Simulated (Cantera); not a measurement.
BCl3 + N2 (boron, boron nitride and boron oxide)

Feed: 1 mol BCl3, 1 mol N2.

Method: chemical equilibrium by Gibbs-energy minimisation in Cantera with the NASA 1993 tables (ideal gas, pure condensed phases). Candidate condensed phases: B, BN; 10 gas species. N2 is the only nitrogen source here; it is nearly inert below about 1500 K, so the nitride shown seldom forms there in practice. The tables' values for BCl2 are old estimates. Rates play no part.

Task: Map the stable condensed phases over T = 527, 677, 827, 977, 1127, 1277, 1427, 1577, 1727 °C and P in Pa = 10, 37, 140, 520, 1900, 7200, 27000, 100000.

Result: 
```
T in °C \ P in Pa
             10     37    140    520   1900   7200  27000 100000
   1727       A      A      A      A      A      A      A      A
   1577       A      A      A      A      A      A      A      A
   1427       A      A      A      A      A      A      A      A
   1277       A      B      B      B      B      B      B      A
   1127       B      B      B      B      B      B      A      A
    977       B      B      B      A      A      A      A      A
    827       A      A      A      A      A      A      A      A
    677       A      A      A      A      A      A      A      A
    527       A      A      A      A      A      A      A      A
```
A: gas only; B: BN.
